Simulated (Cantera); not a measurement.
Charge: 1 mol N2O, 0.75 mol SO2, 0.051 mol O2, at 7.50 Torr.

These are equilibrium values from Cantera (NASA tables, ideal gas, pure condensed phases), not measurements of a reactor. Candidate condensed phases: S; 32 gas species. Ions and electrons are included (thermal ionisation). Kinetics and transport are ignored.

**Question.** At 3500 K, list the 4 most abundant gas species with their mole fractions, and the condensed phases.

**Answer.** O 0.561, N2 0.235, S 0.152, SO 0.0268. Condensed: gas only.
